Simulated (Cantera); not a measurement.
A diamond (100) surface in a fixed gas of H2 with x(CH4) = 0.0072, x(CH3) = 2e-05, at 1025 K, 0.237 atm; coverages are run to steady state.

Computed with Cantera and the Harris–Goodwin 1993 mechanism for the reconstructed diamond (100) surface.

θ: site fractions in the mechanism's names (c6HH fully hydrogenated, c6H* and c6*H radical sites, c6** diradical, c6HM methylated).

```json
[
 {"x(H)": "0.0001", "growth (µm/h)": "?", "θ c6HH": "0.586", "θ c6H*": "0.0175", "θ c6*H": "0.335", "θ c6**": "0.00495", "θ c6HM": "0.0404"},
 {"x(H)": "0.00026", "growth (µm/h)": "?", "θ c6HH": "0.573", "θ c6H*": "0.0191", "θ c6*H": "0.365", "θ c6**": "0.00781", "θ c6HM": "0.0250"},
 {"x(H)": "0.00066", "growth (µm/h)": "?", "θ c6HH": "0.572", "θ c6H*": "0.0199", "θ c6*H": "0.381", "θ c6**": "0.00982", "θ c6HM": "0.0125"},
 {"x(H)": "0.0017", "growth (µm/h)": "2.65", "θ c6HH": "0.573", "θ c6H*": "0.0204", "θ c6*H": "0.388", "θ c6**": "0.0109", "θ c6HM": "0.00541"},
 {"x(H)": "0.0043", "growth (µm/h)": "2.78", "θ c6HH": "0.573", "θ c6H*": "0.0207", "θ c6*H": "0.391", "θ c6**": "0.0114", "θ c6HM": "0.00224"},
 {"x(H)": "0.011", "growth (µm/h)": "2.83", "θ c6HH": "0.574", "θ c6H*": "0.0211", "θ c6*H": "0.392", "θ c6**": "0.0117", "θ c6HM": "0.000892"},
 {"x(H)": "0.028", "growth (µm/h)": "2.87", "θ c6HH": "0.574", "θ c6H*": "0.0220", "θ c6*H": "0.392", "θ c6**": "0.0119", "θ c6HM": "0.000355"},
 {"x(H)": "0.072", "growth (µm/h)": "2.93", "θ c6HH": "0.574", "θ c6H*": "0.0242", "θ c6*H": "0.390", "θ c6**": "0.0123", "θ c6HM": "0.000140"},
 {"x(H)": "0.19", "growth (µm/h)": "3.07", "θ c6HH": "0.573", "θ c6H*": "0.0297", "θ c6*H": "0.384", "θ c6**": "0.0132", "θ c6HM": "5.55e-5"}
]
```

Q: Some entries are withheld; supply them.

A: 
- 0.0001, growth (µm/h): 1.16
- 0.00026, growth (µm/h): 1.87
- 0.00066, growth (µm/h): 2.38
